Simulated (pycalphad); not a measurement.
An equivalent pycalphad script:

```python
from pycalphad import Database, equilibrium, calculate, variables as v
import numpy as np
db = Database('COST507.tdb')
comps = ['AL', 'SI', 'MG', 'VA']
phases = ['ALMG_BETA', 'ALMG_EPS', 'ALMG_GAMMA', 'DIAMOND_A4', 'FCC_A1', 'HCP_A3', 'LIQUID', 'MG2SI']
eq = equilibrium(db, comps, phases, {v.X('SI'): 0.0154, v.X('MG'): 0.0118, v.T: np.arange(1650, 349, -40), v.P: 101325, v.N: 1}, output=['HM', 'SM'])
```

CALPHAD calculation (pycalphad, COST 507 light-alloy database (1999)), 1 atm. No gas phase is included, though pure Mg would boil below 1377 °C. The database dates from 1999; later assessments differ in places, in temperatures and in the compounds included. Phase fractions are per mole of atoms. Kinetics are ignored, which matters at the lower temperatures.

Results at three of the temperatures:

```
T = 1570.00 K, P = 101325 Pa, N = 1 mol of atoms
G = -90677 J/mol, H = 49265 J/mol, S = 89.14 J/(mol K)  (SER reference)
chemical potentials (J/mol): Al -89386, Si -124545, Mg -152893
phase             fraction      x(Al)      x(Si)      x(Mg)
LIQUID              1.0000     0.9728     0.0154     0.0118
```

```
T = 770.00 K, P = 101325 Pa, N = 1 mol of atoms
G = -28867 J/mol, H = 13003 J/mol, S = 54.38 J/(mol K)  (SER reference)
chemical potentials (J/mol): Al -28616, Si -20243, Mg -60791
phase             fraction      x(Al)      x(Si)      x(Mg)
FCC_A1              0.9843     0.9883     0.0074     0.0042
MG2SI               0.0115       none     0.3333     0.6667
DIAMOND_A4          0.0043    1.7e-07     1.0000       none
```

```
T = 650.00 K, P = 101325 Pa, N = 1 mol of atoms
G = -22671 J/mol, H = 9091 J/mol, S = 48.86 J/(mol K)  (SER reference)
chemical potentials (J/mol): Al -22392, Si -15618, Mg -54852
phase             fraction      x(Al)      x(Si)      x(Mg)
FCC_A1              0.9758     0.9969     0.0019     0.0012
MG2SI               0.0159       none     0.3333     0.6667
DIAMOND_A4          0.0083   6.54e-09     1.0000       none
```

Changes of the phase set, refined by bisection:

```tsv
T (°C)	phases above	phases below
645.8	LIQUID	FCC_A1 + LIQUID
569.1	FCC_A1 + LIQUID	FCC_A1 + LIQUID + MG2SI
557.4	FCC_A1 + LIQUID + MG2SI	DIAMOND_A4 + FCC_A1 + MG2SI
```

Database names, with the compositions (at.%) that they take in these runs: MG2SI: Mg 67 Si 33. FCC_A1 is fcc; DIAMOND_A4 is diamond (Si). An entry "none" or "no" means that the model of the phase leaves that element out.
